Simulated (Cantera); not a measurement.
Charge: 1 mol toluene, 0.81 mol NH3, equilibrated at 2823.15 K and 1.00 bar.

Cantera equilibrium calculation (NASA polynomials, part measured and part estimated; ideal gas, pure solids and liquids). Candidate condensed phases: C, C6H6, C7H8, C8H18; 92 gas species. Rates play no part.

Base state: H2 0.804, H 0.0795, N2 0.0519, HCN 0.0295, C2H2 (acetylene) 0.0290, HNC 0.00480, C4H2 0.000434, C2H 0.000376 (mole fractions); condensed: C(graphite).

Q: What changes in the equilibrium state with this change: temperature from 2823.15 K to 2500 K?

A: 
| species | before | after |
|---|---|---|
| H2 | 0.804 | 0.886 |
| N2 | 0.0519 | 0.0619 |
| H | 0.0795 | 0.0237 |
| C2H2 (acetylene) | 0.0290 | 0.00958 |
| HCN | 0.0295 | 0.0166 |
| C3 | 4.19e-5 | 4.97e-7 |
| C2H | 0.000376 | 1.84e-5 |
| C4H2 | 0.000434 | 4.28e-5 |
| C(graphite), mol | 6.44 | 6.78 |

Q: What changes in the equilibrium state with this change: temperature from 2823.15 K to 1625 K?

A: 
```json
[
 {"species": "H2", "before": "0.804", "after": "0.926"},
 {"species": "N2", "before": "0.0519", "after": "0.0718"},
 {"species": "CH4", "before": "6.16e-5", "after": "0.00126"},
 {"species": "H", "before": "0.0795", "after": "6.79e-5"},
 {"species": "C2H2 (acetylene)", "before": "0.0290", "after": "3.29e-5"},
 {"species": "HCN", "before": "0.0295", "after": "0.000615"},
 {"species": "C4H2", "before": "0.000434", "after": "<1e-9"},
 {"species": "C2H", "before": "0.000376", "after": "<1e-9"},
 {"species": "C(graphite), mol", "before": "6.44", "after": "6.99"}
]
```
